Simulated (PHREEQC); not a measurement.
Consider water at 25 °C with 29 mmol/kgw Al2(SO4)3, 16 mmol/kgw CuCl2 and 23 mmol/kgw H2SO4. Closed to the air; pH follows from the charge balance.

Equilibrium calculation in PHREEQC: ion-association model, phreeqc.dat.

No solid was allowed to form.

Predict the pH, ionic strength.

pH 1.69; ionic strength 0.173 mol/kgw.

In which forms is S present?

AlSO4+ 36 %, SO4-2 23 %, HSO4- 19 %, Al(SO4)2- 18 %, CuSO4 4.9 % of the S.
